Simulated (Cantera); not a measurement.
Charge: 1 mol BN, 73 mol H₂, a varied amount of NF₃, equilibrated at 1052 °C and 15.0 Pa.

Method: chemical equilibrium by Gibbs-energy minimisation in Cantera with the NASA 1993 tables (ideal gas, pure condensed phases). Candidate condensed phases: B, BN; 31 gas species. The tables' values for BF₂ are old estimates; treat these amounts as uncertain. The numbers say what is thermodynamically allowed, not how fast it happens.

x: gas mole fraction; n: condensed amount in mol.

```json
[
 {"n(NF₃) (mol)": "0.53", "x H₂": "0.982", "x HF": "0.00589", "x N₂": "0.00625", "x BF₃": "0.00492", "x BF₂": "0.000208", "x BHF₂": "___", "n BN(s)": "0.604"},
 {"n(NF₃) (mol)": "0.76", "x H₂": "0.976", "x HF": "0.00719", "x N₂": "0.00909", "x BF₃": "0.00747", "x BF₂": "0.000258", "x BHF₂": "___", "n BN(s)": "0.404"},
 {"n(NF₃) (mol)": "1.1", "x H₂": "0.966", "x HF": "0.00874", "x N₂": "0.0133", "x BF₃": "0.0113", "x BF₂": "0.000319", "x BHF₂": "___", "n BN(s)": "0.102"},
 {"n(NF₃) (mol)": "1.6", "x H₂": "0.946", "x HF": "0.0239", "x N₂": "0.0171", "x BF₃": "0.0129", "x BF₂": "0.000132", "x BHF₂": "___", "n BN(s)": "0"},
 {"n(NF₃) (mol)": "2.2", "x H₂": "0.920", "x HF": "0.0466", "x N₂": "0.0207", "x BF₃": "0.0128", "x BF₂": "6.60e-5", "x BHF₂": "___", "n BN(s)": "0"},
 {"n(NF₃) (mol)": "3.2", "x H₂": "0.878", "x HF": "0.0832", "x N₂": "0.0264", "x BF₃": "0.0125", "x BF₂": "3.54e-5", "x BHF₂": "___", "n BN(s)": "0"},
 {"n(NF₃) (mol)": "4.6", "x H₂": "0.822", "x HF": "0.131", "x N₂": "0.0341", "x BF₃": "0.0121", "x BF₂": "2.10e-5", "x BHF₂": "___", "n BN(s)": "0"}
]
```

Question: Complete the blanks.

Answer: 
- 0.53, x BHF₂: 0.000172
- 0.76, x BHF₂: 0.000213
- 1.1, x BHF₂: 0.000262
- 1.6, x BHF₂: 0.000107
- 2.2, x BHF₂: 5.30e-5
- 3.2, x BHF₂: 2.77e-5
- 4.6, x BHF₂: 1.59e-5
